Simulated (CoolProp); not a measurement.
Saturation properties of R123.

The numbers come from the reference Helmholtz-energy equation of state, Younglove 1994 in CoolProp. It is a modified Benedict-Webb-Rubin equation, recast in Helmholtz form.

| T (K) | p (kPa) | surface tension (mN/m) | liquid viscosity (µPa s) | vapour viscosity (µPa s) |
|---|---|---|---|---|
| 254.1 | 12.64 | 20.6 | 726 | 9.12 |
| 266.8 | 24.22 | 19.0 | 612 | 9.60 |
| 279.6 | 43.48 | 17.4 | 521 | 10.1 |
| 292.3 | 73.16 | ? | 447 | 10.5 |
| 305 | 117.0 | 14.4 | 386 | 11.0 |
| 317.7 | 179.1 | 12.9 | 335 | 11.4 |
| 330.5 | 264.8 | ? | 292 | 11.8 |
| 343.2 | 377.7 | 10.0 | 255 | ? |
| 355.9 | 523.8 | 8.68 | 224 | 12.7 |
| 368.7 | 710.3 | 7.34 | 197 | 13.2 |
| 381.4 | 940.4 | 6.05 | 173 | 13.7 |
| 394.1 | 1222 | ? | 152 | 14.3 |
| 406.8 | 1562 | 3.64 | 133 | 15.1 |

Task: Some entries are withheld; supply them.

Result: 
- 292.3, surface tension (mN/m): 15.9
- 330.5, surface tension (mN/m): 11.5
- 343.2, vapour viscosity (µPa s): 12.3
- 394.1, surface tension (mN/m): 4.82

It boils at 301.0 K under 1 atm.

Viscosity comes from a separate model (Tanaka 1996). Surface tension comes from a separate correlation (Mulero 2012).
